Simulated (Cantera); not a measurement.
# Equilibrium for chemical vapour transport: Fe₃O₄ + H₂O

A closed system holds: 1 mol Fe₃O₄, 0.26 mol H₂O, at 13.3 mbar.

Method: chemical equilibrium by Gibbs-energy minimisation in Cantera with the NASA 1993 tables (ideal gas, pure condensed phases). Candidate condensed phases: Fe, FeO, Fe(OH)₂, Fe(OH)₃, Fe₂O₃, Fe₃O₄, H₂O; 12 gas species. Equilibrium is a limit: real reactors are often held back by kinetics, nucleation or transport.

From 552 °C to 1352 °C the condensed part is Fe₃O₄(s).

| T (°C) | log p H₂O | log p H₂ | log p O₂ | log p OH | log p H | log p Fe(OH)₂ | n Fe₃O₄(s) |
|---|---|---|---|---|---|---|---|
| 552 | -1.88 | -6.74 | <-13 | -12.97 | <-13 | -13.24 | 1.000 |
| 652 | -1.88 | -6.72 | -12.53 | -11.03 | -12.94 | -11.90 | 1.000 |
| 752 | -1.88 | -6.68 | -9.88 | -9.47 | -11.70 | -10.82 | 1.000 |
| 852 | -1.88 | -6.63 | -7.72 | -8.20 | -10.67 | -9.93 | 1.000 |
| 952 | -1.88 | -6.26 | -6.58 | -7.29 | -9.64 | -9.07 | 1.00 |
| 1052 | -1.88 | -5.72 | -6.05 | -6.64 | -8.65 | -8.28 | 1.00 |
| 1152 | -1.88 | -5.26 | -5.59 | -6.07 | -7.80 | -7.59 | 1.00 |
| 1252 | -1.88 | -4.86 | -5.20 | -5.58 | -7.05 | -7.00 | 1.000 |
| 1352 | -1.88 | -4.50 | -4.85 | -5.15 | -6.40 | -6.48 | 1.000 |
log p: log10 of the partial pressure in bar; n: condensed amount in mol.
